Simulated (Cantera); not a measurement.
An isothermal, constant-pressure homogeneous reactor starts with 85.5 % NO, 14.5 % N2, at 1650 K and 0.780 bar.

Computed with Cantera and GRI-Mech 3.0 (53 species, 325 reactions).

x: mole fraction; the columns are a selection and need not sum to one.

| t (s) | x NO | x N2 | x O | x NO2 | x O2 |
|---|---|---|---|---|---|
| 1.00e-5 | 0.855 | 0.145 | 2.05e-7 | [?] | 1.54e-10 |
| 3.46e-5 | 0.855 | 0.145 | 3.42e-7 | [?] | 1.17e-9 |
| 0.000119 | 0.855 | 0.145 | 3.76e-7 | [?] | 6.72e-9 |
| 0.000412 | 0.855 | 0.145 | 4.32e-7 | [?] | 4.48e-8 |
| 0.00143 | 0.855 | 0.145 | 6.28e-7 | [?] | 4.98e-7 |
| 0.00492 | 0.854 | 0.145 | 1.28e-6 | [?] | 9.89e-6 |
| 0.0170 | 0.854 | 0.146 | 2.46e-6 | [?] | 0.000198 |
| 0.0588 | 0.851 | 0.147 | 2.92e-6 | [?] | 0.00141 |
| 0.203 | 0.842 | 0.151 | 3.52e-6 | [?] | 0.00570 |
| 0.702 | 0.813 | 0.166 | 5.01e-6 | [?] | 0.0200 |
| 2.42 | 0.726 | 0.209 | 7.92e-6 | [?] | 0.0632 |
| 8.38 | 0.527 | 0.309 | 1.22e-5 | [?] | 0.163 |
| 28.9 | 0.261 | 0.442 | 1.62e-5 | [?] | 0.296 |
| 100 | 0.0837 | 0.531 | 1.83e-5 | [?] | 0.385 |

Q: Some entries are withheld; supply them.

A: 
- 1.00e-5, x NO2: 9.93e-8
- 3.46e-5, x NO2: 7.11e-7
- 0.000119, x NO2: 3.28e-6
- 0.000412, x NO2: 1.23e-5
- 0.00143, x NO2: 4.51e-5
- 0.00492, x NO2: 0.000164
- 0.0170, x NO2: 0.000409
- 0.0588, x NO2: 0.000503
- 0.203, x NO2: 0.000616
- 0.702, x NO2: 0.000876
- 2.42, x NO2: 0.00128
- 8.38, x NO2: 0.00145
- 28.9, x NO2: 0.000967
- 100, x NO2: 0.000353
